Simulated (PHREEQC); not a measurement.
A PHREEQC speciation (ion-association model, wateq4f.dat) at 85 °C gives pH 2.16 and these molalities:

```
species   mol/kgw
-------  --------
H+        0.00778
HSO4-     0.00482
SO4-2     0.00217
Mn+2     0.000363
Cu+2     0.000324
MnSO4    0.000137
CuSO4     7.65e-5
```

Problem. What are the element totals, and what could have been dissolved in 1 kg of water to give them?

Solution. One answer among several that fit: totals Cu(2) 0.000400, Mn(2) 0.000500, S(6) 0.00720 mol/kgw, from 0.0063 mol H2SO4, 0.0004 mol CuSO4 and 0.0005 mol MnSO4 per kg of water.

No solid was allowed to form. At this temperature some constants are extrapolated from 25 °C, and those without enthalpy data are left unchanged.
